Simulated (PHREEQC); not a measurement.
0.1 mol of CuF2:2H2O (CuF2:2H2O) is brought to equilibrium with 1 kg of water holding 0.026 mol/kgw CaCl2, with rising amounts of ZnSO4, at 20 °C. O2 is buffered at 0.21 atm. CO2 from the air is kept out. Only these solids could form: CuF2:2H2O, Gypsum, Fluorite, Portlandite, Cu(OH)2, Brochantite, Antlerite, Atacamite, Zn(OH)2-e, Zn4(OH)6SO4, Zn5(OH)8Cl2, Chalcanthite, Goslarite, ZnF2.

Equilibrium calculation in PHREEQC: ion-association model, wateq4f.dat.

```json
[
 {"ZnSO4 added (mol)": "0", "pH": "4.20", "dissolved Cu (mol/kgw)": "0.0639", "dissolved F (mol/kgw)": "0.0822"},
 {"ZnSO4 added (mol)": "0.0208", "pH": "___", "dissolved Cu (mol/kgw)": "0.0678", "dissolved F (mol/kgw)": "0.0932"},
 {"ZnSO4 added (mol)": "0.0417", "pH": "___", "dissolved Cu (mol/kgw)": "0.0710", "dissolved F (mol/kgw)": "0.101"},
 {"ZnSO4 added (mol)": "0.0625", "pH": "___", "dissolved Cu (mol/kgw)": "0.0737", "dissolved F (mol/kgw)": "0.107"},
 {"ZnSO4 added (mol)": "0.0833", "pH": "___", "dissolved Cu (mol/kgw)": "0.0760", "dissolved F (mol/kgw)": "0.112"},
 {"ZnSO4 added (mol)": "0.104", "pH": "4.03", "dissolved Cu (mol/kgw)": "0.0780", "dissolved F (mol/kgw)": "0.117"},
 {"ZnSO4 added (mol)": "0.125", "pH": "4.03", "dissolved Cu (mol/kgw)": "0.0798", "dissolved F (mol/kgw)": "0.121"},
 {"ZnSO4 added (mol)": "0.146", "pH": "4.02", "dissolved Cu (mol/kgw)": "0.0814", "dissolved F (mol/kgw)": "0.124"},
 {"ZnSO4 added (mol)": "0.167", "pH": "4.02", "dissolved Cu (mol/kgw)": "0.0830", "dissolved F (mol/kgw)": "0.127"},
 {"ZnSO4 added (mol)": "0.188", "pH": "4.02", "dissolved Cu (mol/kgw)": "0.0844", "dissolved F (mol/kgw)": "0.130"},
 {"ZnSO4 added (mol)": "0.208", "pH": "4.01", "dissolved Cu (mol/kgw)": "0.0856", "dissolved F (mol/kgw)": "0.133"},
 {"ZnSO4 added (mol)": "0.229", "pH": "4.01", "dissolved Cu (mol/kgw)": "0.0869", "dissolved F (mol/kgw)": "0.136"},
 {"ZnSO4 added (mol)": "0.25", "pH": "4.01", "dissolved Cu (mol/kgw)": "0.0881", "dissolved F (mol/kgw)": "0.138"}
]
```

Task: Complete the blanks.

Result: 
- 0.0208, pH: 4.10
- 0.0417, pH: 4.06
- 0.0625, pH: 4.05
- 0.0833, pH: 4.04
